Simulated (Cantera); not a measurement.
Input: 1 mol Si, 1.9 mol H2, 4.8 mol HCl, held at 1025 K and 13300 Pa.

Method: chemical equilibrium by Gibbs-energy minimisation in Cantera with the NASA 1993 tables (ideal gas, pure condensed phases). Candidate condensed phases: Si; 19 gas species. The tables' values for SiCl3 are old estimates; treat these amounts as uncertain. Kinetics and transport are ignored.

Base state: H2 0.677, SiCl4 0.168, HCl 0.148, SiHCl3 0.00663, SiCl3 0.000525, SiCl2 3.43e-5, SiH2Cl2 2.90e-5 (mole fractions); condensed: gas only.

**Question.** What changes in the equilibrium state with this change: temperature from 1025 K to 525 K?

**Answer.** 
| species | before | after |
|---|---|---|
| H2 | 0.677 | 0.684 |
| SiCl4 | 0.168 | 0.175 |
| HCl | 0.148 | 0.140 |
| SiCl3 | 0.000525 | <1e-9 |
| SiCl2 | 3.43e-5 | <1e-9 |
